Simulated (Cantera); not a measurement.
**Stirred combustor or abatement burner**

A perfectly stirred reactor is fed with 7.08 % CH₄, 12.9 % O₂, 80.0 % N₂, at 0.890 bar; it is adiabatic with a 625 K inlet, and is followed from long to short residence time, starting on the burning branch (τ in s: 0.28, 0.11, 0.043, 0.017, 0.0066, 0.0026, 0.001, 0.0004, 0.00016, 6.2e-05, 2.4e-05, 9.6e-06, 3.8e-06).

Model: GRI-Mech 3.0 (53 species, 325 reactions), integrated in Cantera.

```json
[
 {"τ (s)": "0.28", "T (K)": "1960", "x CH₄": "6.25e-6", "x O₂": "0.000322", "x H": "0.000639", "x HCO": "1.91e-8", "x HCN": "1.20e-6", "x H₂O₂": "1.18e-8", "x C₂H₄": "2.44e-9"},
 {"τ (s)": "0.11", "T (K)": "1951", "x CH₄": "9.39e-6", "x O₂": "0.000610", "x H": "0.000933", "x HCO": "4.30e-8", "x HCN": "1.68e-6", "x H₂O₂": "2.05e-8", "x C₂H₄": "4.68e-9"},
 {"τ (s)": "0.043", "T (K)": "1937", "x CH₄": "1.51e-5", "x O₂": "0.00111", "x H": "0.00137", "x HCO": "9.92e-8", "x HCN": "2.19e-6", "x H₂O₂": "3.38e-8", "x C₂H₄": "9.07e-9"},
 {"τ (s)": "0.017", "T (K)": "1918", "x CH₄": "2.56e-5", "x O₂": "0.00190", "x H": "0.00202", "x HCO": "2.29e-7", "x HCN": "2.66e-6", "x H₂O₂": "5.30e-8", "x C₂H₄": "1.83e-8"},
 {"τ (s)": "0.0066", "T (K)": "1889", "x CH₄": "4.70e-5", "x O₂": "0.00307", "x H": "0.00296", "x HCO": "5.39e-7", "x HCN": "3.06e-6", "x H₂O₂": "8.09e-8", "x C₂H₄": "4.06e-8"},
 {"τ (s)": "0.0026", "T (K)": "1853", "x CH₄": "9.18e-5", "x O₂": "0.00464", "x H": "0.00420", "x HCO": "1.26e-6", "x HCN": "3.44e-6", "x H₂O₂": "1.19e-7", "x C₂H₄": "1.03e-7"},
 {"τ (s)": "0.0010", "T (K)": "1808", "x CH₄": "0.000202", "x O₂": "0.00683", "x H": "0.00559", "x HCO": "3.04e-6", "x HCN": "4.05e-6", "x H₂O₂": "1.69e-7", "x C₂H₄": "3.33e-7"},
 {"τ (s)": "0.00040", "T (K)": "1755", "x CH₄": "0.000505", "x O₂": "0.0103", "x H": "0.00638", "x HCO": "7.39e-6", "x HCN": "5.35e-6", "x H₂O₂": "2.27e-7", "x C₂H₄": "1.52e-6"},
 {"τ (s)": "0.00016", "T (K)": "625", "x CH₄": "0.0708", "x O₂": "0.129", "x H": "<1e-12", "x HCO": "<1e-12", "x HCN": "<1e-12", "x H₂O₂": "<1e-12", "x C₂H₄": "<1e-12"},
 {"τ (s)": "6.2e-5", "T (K)": "625", "x CH₄": "0.0708", "x O₂": "0.129", "x H": "<1e-12", "x HCO": "<1e-12", "x HCN": "<1e-12", "x H₂O₂": "<1e-12", "x C₂H₄": "<1e-12"},
 {"τ (s)": "2.4e-5", "T (K)": "625", "x CH₄": "0.0708", "x O₂": "0.129", "x H": "<1e-12", "x HCO": "<1e-12", "x HCN": "<1e-12", "x H₂O₂": "<1e-12", "x C₂H₄": "<1e-12"},
 {"τ (s)": "9.6e-6", "T (K)": "625", "x CH₄": "0.0708", "x O₂": "0.129", "x H": "<1e-12", "x HCO": "<1e-12", "x HCN": "<1e-12", "x H₂O₂": "<1e-12", "x C₂H₄": "<1e-12"},
 {"τ (s)": "3.8e-6", "T (K)": "625", "x CH₄": "0.0708", "x O₂": "0.129", "x H": "<1e-12", "x HCO": "<1e-12", "x HCN": "<1e-12", "x H₂O₂": "<1e-12", "x C₂H₄": "<1e-12"}
]
```
x: mole fraction; the columns are a selection and need not sum to one.
